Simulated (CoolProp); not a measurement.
The numbers come from the reference Helmholtz-energy equation of state, Thol 2018 in CoolProp.

### Question
For hydrogen chloride, give the phase and the density (kg/m³), cp (kJ/(kg K)), isothermal compressibility (1/MPa) at 385.8 K and 45.3 MPa; 420.8 K and 45.3 MPa; 490.7 K and 45.3 MPa.

### Answer
- 385.8 K and 45.3 MPa: supercritical; density 765, cp 1.71, isothermal compressibility 0.00724
- 420.8 K and 45.3 MPa: supercritical; density 668, cp 1.73, isothermal compressibility 0.0108
- 490.7 K and 45.3 MPa: supercritical; density 502, cp 1.55, isothermal compressibility 0.0173
